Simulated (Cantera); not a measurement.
# NO annealing gas

An isothermal, constant-pressure homogeneous reactor starts with NO : N₂ = 1 : 10 (molar parts), at 2100 K and 750 Torr.

Computed with Cantera and GRI-Mech 3.0 (53 species, 325 reactions).

```tsv
t (s)	x NO	x O₂	x O	x N₂O	x NO₂	x N₂
0.000800	0.0909	2.28e-6	2.12e-5	4.16e-6	4.17e-6	0.909
0.00224	0.0908	2.41e-5	5.00e-5	4.27e-6	9.96e-6	0.909
0.00626	0.0905	0.000144	6.47e-5	4.24e-6	1.28e-5	0.909
0.0175	0.0898	0.000515	7.01e-5	4.17e-6	1.38e-5	0.910
0.0490	0.0876	0.00159	8.34e-5	3.97e-6	1.62e-5	0.911
0.137	0.0812	0.00476	0.000114	3.43e-6	2.07e-5	0.914
0.383	0.0634	0.0137	0.000172	2.16e-6	2.47e-5	0.923
1.07	0.0289	0.0308	0.000248	6.56e-7	1.64e-5	0.940
3.00	0.00682	0.0419	0.000286	3.12e-7	4.48e-6	0.951
```
x: mole fraction; the columns are a selection and need not sum to one.

Equilibrium at this temperature and pressure: NO 0.00496, O₂ 0.0428, O 0.000289, N₂O 3.04e-7, NO₂ 3.29e-6, N₂ 0.952 (gas phase only).
